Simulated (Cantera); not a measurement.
Transport properties of process gases

Gas mixture: N₂O = 0.28 (molar parts), at 58.0 Pa, frozen composition.

Cantera's kinetic-theory transport with the Lennard-Jones parameters of GRI-Mech 3.0, ideal gas; thermal conductivity in the mixture-averaged form. The composition is frozen, though it would react at the higher temperatures.

```csv
T (K),ρ (kg/m³),cp (J/kg/K),μ (µPa s),λ (mW/m/K),Pr,D (cm²/s) NH₃,D (cm²/s) NO,D (cm²/s) C₂H₂
400,0.000768,970.3,19.5,25.5,0.741,493,451,367
600,0.000512,1101,27.3,40.7,0.739,1070,920,769
800,0.000384,1192,34.0,54.9,0.739,1820,1510,1280
1000,0.000307,1255,40.0,68.0,0.739,2710,2200,1880
1200,0.000256,1294,45.5,80.1,0.735,3730,2990,2560
1400,0.000219,1327,50.5,91.4,0.733,4870,3860,3330
```
D: mixture-averaged diffusion coefficient of that species in the mixture.
